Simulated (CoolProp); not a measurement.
CH2F2 (R32) at several states: fugacity coefficient from the reference equation and from simpler models built on Tc = 351.3 K, pc = 5783 kPa, ω = 0.277; each cubic takes its own stable root.

Values from CoolProp's reference Helmholtz-energy equation of state, Tillner-Roth 1997.

```json
[
 {"T (K)": "380.6", "p (kPa)": "56.7", "phase": "gas", "reference": "0.9971", "van der Waals": "0.9976", "Redlich-Kwong": "0.9974", "Peng-Robinson": "0.9971"},
 {"T (K)": "247.7", "p (kPa)": "25.5", "phase": "gas", "reference": "0.9937", "van der Waals": "0.9970", "Redlich-Kwong": "0.9960", "Peng-Robinson": "0.9954"},
 {"T (K)": "314.1", "p (kPa)": "705", "phase": "gas", "reference": "0.9301", "van der Waals": "0.9528", "Redlich-Kwong": "0.9433", "Peng-Robinson": "0.9357"},
 {"T (K)": "226.1", "p (kPa)": "30.5", "phase": "gas", "reference": "0.9890", "van der Waals": "0.9957", "Redlich-Kwong": "0.9939", "Peng-Robinson": "0.9929"},
 {"T (K)": "190.3", "p (kPa)": "346", "phase": "liquid", "reference": "0.04386", "van der Waals": "0.7428", "Redlich-Kwong": "0.1073", "Peng-Robinson": "0.04303"},
 {"T (K)": "261.2", "p (kPa)": "2040", "phase": "liquid", "reference": "0.2458", "van der Waals": "0.6567", "Redlich-Kwong": "0.3730", "Peng-Robinson": "0.2535"}
]
```
